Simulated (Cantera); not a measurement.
A closed system holds: 1 mol CF₄, 0.29 mol HCl, 0.53 mol H₂, at 2323 K and 13300 Pa.

Cantera equilibrium calculation (NASA polynomials, part measured and part estimated; ideal gas, pure solids and liquids). Candidate condensed phases: C, C₆H₆, C₇H₈, C₈H₁₈; 118 gas species. The tables' values for C₂F₄ are old estimates; treat these amounts as uncertain. Gases not in the tables: C₂F₆ and larger saturated fluorocarbons. The numbers say what is thermodynamically allowed, not how fast it happens.

Base state: HF 0.526, CF₄ 0.177, CF₂ 0.127, Cl 0.110, F 0.0471, CF₃ 0.00855, HCl 0.00217, CF 0.000854 (mole fractions); condensed: C(graphite).

What changes in the equilibrium state with this change: H₂ from 0.53 to 0.1 mol?


```
species             before     after
----------------  --------  --------
CF₄                  0.177     0.362
HF                   0.526     0.258
CF₂                  0.127     0.152
Cl                   0.110     0.150
CF₃                0.00855    0.0133
F                   0.0471    0.0616
H                  1.26e-5   4.74e-6
CClF₃             0.000383  0.000813
HCl                0.00217   0.00111
Cl₂               0.000351  0.000651
C(graphite), mol     0.196         0
```

What changes in the equilibrium state with this change: temperature from 2323 K to 1250 K?


```tsv
species	before	after
HF	0.526	0.535
CF₄	0.177	0.339
HCl	0.00217	0.108
CF₂	0.127	7.61e-7
Cl	0.110	0.00232
F	0.0471	4.27e-8
Cl₂	0.000351	0.0118
CF	0.000854	<1e-9
CF₃	0.00855	6.03e-7
H	1.26e-5	<1e-9
C₂F₄	1.07e-5	<1e-9
C(graphite), mol	0.196	0.279
```
